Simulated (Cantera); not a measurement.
Input (Python, Cantera) and output of one run.

```python
import numpy as np
import cantera as ct

gas_names = """
    CL CL2 H HCL H2 Si SiCL SiCL2 SiCL3 SiCL4 SiH SiHCL3 SiH2 SiH2CL2 SiH3 SiH3CL SiH4 Si2 Si3
""".split()
cond_names = """
    Si(cr) Si(L)
""".split()


# ... load() reads the species with a 1 bar reference pressure and builds the phases ...
atoms = {
    'SiH2Cl2': {'Si': 1, 'H': 2, 'CL': 2},
    'Cl2': {'CL': 2},
    'H2': {'H': 2},
}
top_T = {}  # K; cautious upper limits of use, not melting points


# ... equilibrate(T, P, feed) seeds the gas with the atoms and calls Mixture.equilibrate('TP', solver="vcs", rtol=1e-11, max_steps=5000) ...
results = []
T = 1525  # K
P = 120  # Pa
for m in [13, 17, 21, 26, 32, 39, 48, 60, 74, 92, 110, 140, 170]:
    feed = {'SiH2Cl2': 1, 'Cl2': 0.099, 'H2': m}  # mol
    mix = equilibrate(T, P, feed)
    results.append((T, P, feed, dict(zip(mix.species_names, mix.species_moles))))

top = {s: max(r[3][s] / sum(r[3][g] for g in gas_names) for r in results) for s in gas_names}
cols = sorted((s for s in top if top[s] > 0.0001), key=lambda s: -top[s])[:6]
seen = [c for c in cond_names if any(r[3].get(c, 0) > 1e-12 for r in results)]
print("log10 of partial pressures in bar; condensed amounts in mol")
print(f"{'n(H2)':>10s}" + "".join(f"{s[:9]:>10s}" for s in cols + seen))
for T, P, feed, n in results:
    ng = sum(n[g] for g in gas_names)
    print(f"{feed['H2']:10.4g}" + "".join(f"{np.log10(max(n[s] / ng * P / 1e5, 1e-99)):10.3f}" for s in cols)
          + "".join(f"{n.get(c, 0):10.4g}" for c in seen))
```

Result:

```
log10 of partial pressures in bar; condensed amounts in mol
     n(H2)        H2       HCL     SiCL2         H     SiCL3    Si(cr)
        13    -2.975    -3.978    -4.465    -6.114    -6.628    0.5651
        17    -2.964    -4.049    -4.618    -6.108    -6.857    0.6134
        21    -2.957    -4.109    -4.745    -6.105    -7.048    0.6511
        26    -2.951    -4.173    -4.879    -6.102    -7.249    0.6882
        32    -2.946    -4.238    -5.015    -6.099    -7.452    0.7229
        39    -2.942    -4.303    -5.148    -6.097    -7.652    0.7542
        48    -2.939    -4.373    -5.293    -6.095    -7.869     0.785
        60    -2.935    -4.452    -5.453    -6.094    -8.109    0.8153
        74    -2.933    -4.528    -5.608    -6.093    -8.341     0.841
        92    -2.931    -4.609    -5.772    -6.091    -8.588    0.8648
       110    -2.929    -4.677    -5.910    -6.091    -8.795     0.882
       140    -2.928    -4.771    -6.099    -6.090    -9.079    0.9022
       170    -2.927    -4.848    -6.254    -6.089    -9.311    0.9161
```

Cantera equilibrium calculation (NASA polynomials, part measured and part estimated; ideal gas, pure solids and liquids). The tables' values for SiCl3, SiCl are old estimates; treat these amounts as uncertain.
